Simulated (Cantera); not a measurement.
What does this Cantera script print?

```python
import numpy as np
import cantera as ct

gas = ct.Solution("gri30.yaml")
gas.TPX = 1725, 500000, {'CO': 1, 'H2': 0.16, 'O2': 0.586, 'N2': 5.33}
reactor = ct.IdealGasReactor(gas, energy="on", clone=False)
net = ct.ReactorNet([reactor])
net.rtol, net.atol = 1e-08, 1e-16
show = ['CO', 'H2', 'O2', 'HO2', 'NO2', 'H']
times = np.geomspace(4e-06, 1, 12)

steps = ct.SolutionArray(gas, extra=["t"])
rows = []
print(f"{'t/s':>10s}{'T/K':>9s}{'P/Pa':>11s}" + "".join(f"{s:>11s}" for s in show))
for t in times:
    while net.time < t:
        t_next = net.step()
        steps.append(gas.state, t=t_next)
    rows.append([np.interp(t, steps.t, y) for y in (steps.T, steps.P, *steps(*show).X.T)])
    print(f"{t:10.3e}{rows[-1][0]:9.1f}{rows[-1][1]:11.4g}" + "".join(f"{x:11.3e}" for x in rows[-1][2:]))
rate = np.gradient(steps.T, steps.t)
print("integrator steps:", len(steps.t))
if steps.T.max() > steps.T[0] + 200:
    print(f"time of steepest temperature rise: {steps.t[rate.argmax()]:.4e} s")
gas.TPX = 1725, 500000, {'CO': 1, 'H2': 0.16, 'O2': 0.586, 'N2': 5.33}
gas.equilibrate("UV")
print(f"equilibrium (UV): T = {gas.T:.1f} K  " + "  ".join(f"{s} {gas[s].X[0]:.3e}" for s in show))
```

It prints:

```
       t/s      T/K       P/Pa         CO         H2         O2        HO2        NO2          H
 4.000e-06   1732.1  5.019e+05  1.398e-01  1.771e-02  7.889e-02  4.739e-05  2.163e-11  2.227e-03
 1.238e-05   2125.6  6.038e+05  8.729e-02  2.518e-03  3.771e-02  1.765e-05  7.331e-08  1.032e-02
 3.833e-05   2556.8  7.079e+05  6.119e-02  1.807e-03  2.779e-02  5.319e-06  4.675e-07  3.058e-03
 1.186e-04   2764.2  7.556e+05  4.453e-02  1.198e-03  2.027e-02  3.529e-06  1.247e-06  1.137e-03
 3.672e-04   2784.1  7.596e+05  4.212e-02  1.131e-03  1.768e-02  3.228e-06  2.906e-06  9.520e-04
 1.137e-03   2774.8   7.57e+05  4.232e-02  1.147e-03  1.612e-02  2.957e-06  4.682e-06  9.279e-04
 3.519e-03   2772.5  7.564e+05  4.237e-02  1.151e-03  1.577e-02  2.896e-06  5.065e-06  9.225e-04
 1.089e-02   2772.5  7.564e+05  4.237e-02  1.151e-03  1.577e-02  2.895e-06  5.067e-06  9.224e-04
 3.372e-02   2772.5  7.564e+05  4.237e-02  1.151e-03  1.577e-02  2.895e-06  5.067e-06  9.224e-04
 1.044e-01   2772.5  7.564e+05  4.237e-02  1.151e-03  1.577e-02  2.895e-06  5.067e-06  9.224e-04
 3.231e-01   2772.5  7.564e+05  4.237e-02  1.151e-03  1.577e-02  2.895e-06  5.067e-06  9.224e-04
 1.000e+00   2772.5  7.564e+05  4.237e-02  1.151e-03  1.577e-02  2.895e-06  5.067e-06  9.224e-04
integrator steps: 1153
time of steepest temperature rise: 5.7005e-06 s
equilibrium (UV): T = 2772.5 K  CO 4.237e-02  H2 1.151e-03  O2 1.577e-02  HO2 2.895e-06  NO2 5.067e-06  H 9.224e-04
```

Model: GRI-Mech 3.0 (53 species, 325 reactions), integrated in Cantera. The hydrogen kinetics of GRI-Mech 3.0 are dated; newer H2 mechanisms differ, most at raised pressure.
